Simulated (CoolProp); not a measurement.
Sulfur hexafluoride at 293.15 K and 0.429 MPa is compressed adiabatically to 2.51 MPa with isentropic efficiency 0.75. Each further row changes one setting.

Values from CoolProp's reference Helmholtz-energy equation of state, Guder 2009.

```
case             work (kJ/kg)  final temperature (K)  final density (kg/m³)
---------------  ------------  ---------------------  ---------------------
as stated                38.2                  360.2                      …
efficiency 1                …                  348.9                      …
efficiency 0.65          44.1                      …                      …
```

Fill in the missing entries.


- as stated, final density (kg/m³): 146
- efficiency 1, work (kJ/kg): 28.7
- efficiency 1, final density (kg/m³): 155
- efficiency 0.65, final temperature (K): 367.1
- efficiency 0.65, final density (kg/m³): 141
